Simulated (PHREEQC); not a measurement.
A made-up water analysis in mg/kgw, 25 °C, pH 5.5, pe 8.6:

```csv
constituent,mg/kgw
Na,1.75
K,2.51
Ca,3.04
Mg,0.806
Cl,4.27
S(6) as SO4,1.49
Alkalinity as HCO3,12.2
Si as SiO2,0.0414
Ba,0.0363
Zn,0.0417
```

Valence states are taken as typed.

Equilibrium calculation in PHREEQC: ion-association model, wateq4f.dat.

```yaml
ionic_strength: 0.000483 mol/kgw
charge_balance_error: 1.2 %
```

```csv
species,molality,activity,log γ
CO2,0.00141,0.00141,0.000
HCO3-,0.000203,0.000198,-0.011
Cl-,0.000120,0.000117,-0.011
Na+,7.61e-5,7.42e-5,-0.011
Ca+2,7.55e-5,6.83e-5,-0.043
K+,6.42e-5,6.26e-5,-0.011
Mg+2,3.30e-5,2.99e-5,-0.043
SO4-2,1.52e-5,1.38e-5,-0.043
```

This is a speciation only: nothing precipitates in the calculation.
